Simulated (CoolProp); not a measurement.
Vapour-liquid equilibrium of CHF3 (R23) (1) + R11 (2) at -0.65 °C; x and y are mole fractions of (1).

Model: multi-fluid Helmholtz-energy mixture model, Penoncello 2003 and Jacobsen 1992; pair parameters Bell 2016, in CoolProp.

```csv
x,bubble pressure (kPa),y at the bubble point,dew pressure at overall composition x (kPa),liquid density (mol/L)
0.05,322.2,0.874,41.17,11.38
0.125,715.0,0.940,44.75,11.69
0.2,1050,0.957,49.00,12.01
0.275,1316,0.965,54.12,12.32
0.35,1511,0.969,60.43,12.64
0.425,1645,0.971,68.40,12.95
0.5,1734,0.972,78.78,13.26
0.575,1798,0.973,92.85,13.57
0.65,1854,0.975,113.0,13.86
0.725,1918,0.976,144.4,14.13
0.8,2004,0.979,200.0,14.38
0.875,2127,0.983,325.0,14.60
0.95,2300,0.991,873.4,14.77
```

No azeotrope shows between x = 0.05 and 0.95.

Pair parameters are fitted to limited data, so mixtures are less certain than the pure fluids. The gap from Raoult's law changes sign with composition, which may be real or a fault of the pair parameters; it wasn't checked against measurements. With so large a gap from Raoult's law the liquid may split in two, which this calculation doesn't test in full.
